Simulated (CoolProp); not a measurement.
Values from CoolProp's reference Helmholtz-energy equation of state, Thol 2019.

Problem. Give the vapour pressure (MPa), liquid density (kg/m³), vapour density (kg/m³), enthalpy of vaporisation (kJ/kg) of saturated decamethylcyclopentasiloxane (D5) at 244.95, 249.35 °C.

Solution. 
| T (°C) | p (MPa) | liquid density (kg/m³) | vapour density (kg/m³) | enthalpy of vaporisation (kJ/kg) |
|---|---|---|---|---|
| 244.95 | 0.210 | 695 | 21.4 | 96.9 |
| 249.35 | 0.229 | 688 | 23.4 | 95.1 |
